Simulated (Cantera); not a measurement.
**Premixed flame**

A freely propagating, adiabatic, planar premixed flame of 7.68 % CH₄, 2.61 % C₂H₆, 18.8 % O₂, 70.9 % N₂, equivalence ratio 1.3, unburnt at 300 K and 760 Torr; mixture-averaged transport, grid criteria slope 0.08 and curve 0.16, no radiation.

Computed with Cantera and GRI-Mech 3.0 (53 species, 325 reactions). Burning velocities carry a grid error of a few per cent, more on coarse grids.

```csv
z (mm),T (K),u (m/s),x CH₄,x C₂H₆,x O₂,x CH₃,x CH₂CO,x CH₂O
-1.56,300,0.287,0.0767,0.0261,0.188,<1e-8,<1e-8,2.60e-8
-1.04,303,0.290,0.0763,0.0260,0.187,<1e-8,4.28e-8,8.66e-7
-0.779,316,0.305,0.0753,0.0258,0.185,<1e-8,5.02e-7,8.24e-6
-0.520,435,0.425,0.0700,0.0247,0.176,1.46e-7,1.32e-5,0.000148
-0.260,977,0.981,0.0474,0.0159,0.127,0.000187,0.000209,0.00126
-0.130,1406,1.44,0.0273,0.00609,0.0808,0.00168,0.000511,0.00128
0,1772,1.83,0.00777,0.000340,0.0343,0.00254,0.000348,0.000458
0.130,1932,2.00,0.000906,2.58e-6,0.0102,0.000660,4.16e-5,9.68e-5
0.260,1973,2.04,7.80e-5,2.06e-8,0.00300,8.10e-5,3.47e-6,1.23e-5
0.520,1994,2.05,9.82e-7,<1e-8,0.000695,1.27e-6,8.64e-8,2.12e-7
1.04,2014,2.07,<1e-8,<1e-8,0.000365,<1e-8,<1e-8,<1e-8
2.08,2034,2.09,<1e-8,<1e-8,0.000196,<1e-8,<1e-8,<1e-8
4.16,2052,2.10,<1e-8,<1e-8,8.05e-5,<1e-8,<1e-8,<1e-8
```
x: mole fraction of selected species; z is measured from the peak of heat release.

| Quantity | Value |
|---|---|
| laminar burning velocity | 28.6 cm/s |
| thermal thickness | 0.520 mm |
| peak x(CH₃) | 0.00282 |
| peak x(CH₂CO) | 0.000558 |
| peak x(CH₂O) | 0.00146 |
| grid points | 153 |
